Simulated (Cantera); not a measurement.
A closed system holds: 1 mol SiC, 0.62 mol H2O, 24 mol H2, at 1800 K and 1.00 bar.

These are equilibrium values from Cantera (NASA tables, ideal gas, pure condensed phases), not measurements of a reactor. Candidate condensed phases: C, C6H6, C7H8, C8H18, H2O, Si, SiC, SiO2; 123 gas species. The numbers say what is thermodynamically allowed, not how fast it happens.

Base state: H2 0.975, SiO 0.0123, CO 0.0122, H 0.000354, CH4 5.44e-5, H2O 4.57e-5 (mole fractions); condensed: SiC(s).

What changes in the equilibrium state with this change: 1.9 mol CO2 added?


```csv
species,before,after
H2,0.975,0.882
CO,0.0122,0.103
SiO,0.0123,0.0147
H2O,4.57e-5,0.000131
CH4,5.44e-5,0.000118
H,0.000354,0.000336
"SiC(s), mol",0.690,0.0230
"SiO2(condensed), mol",0,0.566
```
Mutual solubility and eutectic melting of coexisting phases are not modelled. The tables hold silica as quartz up to 1696 K and as liquid above; real silica turns to tridymite and cristobalite and melts near 1996 K.

What changes in the equilibrium state with this change: H2O from 0.62 to 0.48 mol?


| species | before | after |
|---|---|---|
| H2 | 0.975 | 0.980 |
| SiO | 0.0123 | 0.00962 |
| CO | 0.0122 | 0.00957 |
| H2O | 4.57e-5 | 3.60e-5 |
| CH4 | 5.44e-5 | 5.50e-5 |
| H | 0.000354 | 0.000355 |
| SiC(s), mol | 0.690 | 0.760 |
